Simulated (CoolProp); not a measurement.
Vapour-liquid equilibrium of R143a (1) + n-butane (2) at 215.4 K; x and y are mole fractions of (1).

Model: multi-fluid Helmholtz-energy mixture model, Lemmon and Jacobsen 2000 and Bücker 2006; pair parameters Bell 2016, in CoolProp.

Problem. Give the bubble pressure and the first vapour's composition at x = 0.2, 0.65, 0.8. Is there an azeotrope?

Solution. x = 0.2: 46.69 kPa, y = 0.888; x = 0.65: 53.47 kPa, y = 0.910; x = 0.8: 55.55 kPa, y = 0.925. No azeotrope shows between x = 0.05 and 0.95.

Pair parameters are fitted to limited data, so mixtures are less certain than the pure fluids. With so large a gap from Raoult's law the liquid may split in two, which this calculation doesn't test in full.
